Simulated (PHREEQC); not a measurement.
1 kg of water holding 0.007 mol NaHCO3, 0.012 mol KCl and 0.069 mol Na2CO3 is evaporated at 20 °C; the solids stay in contact with the brine. CO2 is held at log p = -3.4 (atm). The run lets Halite, Kalicinite, Nahcolite, Natron, Sylvite, Trona precipitate or redissolve, and no other solid.

Computed with PHREEQC (Pitzer model, pitzer.dat).

### Question
Predict ionic strength, water activity at water left (kg) = 0.3748, 0.308, 0.009644.

### Answer
```tsv
water left (kg)	ionic strength	water activity
0.3748	0.565	0.990
0.308	0.693	0.988
0.009644	9.22	0.840
```
